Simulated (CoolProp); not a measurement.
Properties of n-hexane at several states (Tc = 507.8 K, pc = 3.044 MPa, ω = 0.300).

Computed with CoolProp (reference Helmholtz-energy equation of state, Thol 2019).

```csv
T (K),p (MPa),phase,density (kg/m³),cp (kJ/(kg K)),isothermal compressibility (1/MPa),viscosity (µPa s),conductivity (mW/(m K))
400,7.12,liquid,?,2.715,0.004107,141,99.1
329.3,0.211,liquid,625.9,2.411,0.002330,223,?
338.2,0.247,liquid,617.2,2.453,?,207,109
```

Question: Some entries are withheld; supply them.

Answer: 
- 400, density (kg/m³): 568.4
- 329.3, conductivity (mW/(m K)): 111
- 338.2, isothermal compressibility (1/MPa): 0.002568

Viscosity comes from a separate model (Michailidou 2013). Thermal conductivity comes from a separate model (Assael 2013).
